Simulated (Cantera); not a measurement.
Charge: 1 mol TEOS, 29 mol H2O, 5.3 mol H2, at 1273 K and 83.0 mbar.

Method: chemical equilibrium by Gibbs-energy minimisation in Cantera with the NASA 1993 tables (ideal gas, pure condensed phases). Candidate condensed phases: C, C6H6, C7H8, C8H18, H2O, Si, SiC, SiO2; 123 gas species. The feed counts by its element totals alone. The tables hold silica as quartz up to 1696 K and as liquid above; real silica turns to tridymite and cristobalite and melts near 1996 K. Gases not in the tables: Si(OH)4. Equilibrium is a limit: real reactors are often held back by kinetics, nucleation or transport.

Base state: H2 0.459, H2O 0.388, CO 0.101, CO2 0.0517 (mole fractions); condensed: SiO2(β-quartz).

Question: What changes in the equilibrium state with this change: temperature from 1273 K to 1900 K?

Answer: 
```csv
species,before,after
H2,0.459,0.434
H2O,0.388,0.411
CO,0.101,0.125
CO2,0.0517,0.0281
SiO,<1e-9,0.000176
OH,1.63e-8,0.000141
H,1.68e-6,0.00181
"SiO2(β-quartz), mol",1.00,0
"SiO2(condensed), mol",0,0.991
```

Question: What changes in the equilibrium state with this change: temperature from 1273 K to 673 K?

Answer: 
```
species               before    after
-------------------  -------  -------
H2O                    0.388    0.469
H2                     0.459    0.357
CO2                   0.0517   0.0993
CO                     0.101  0.00618
CH4                  1.94e-8   0.0684
SiO2(β-quartz), mol     1.00        0
SiO2(α-quartz), mol        0     1.00
```
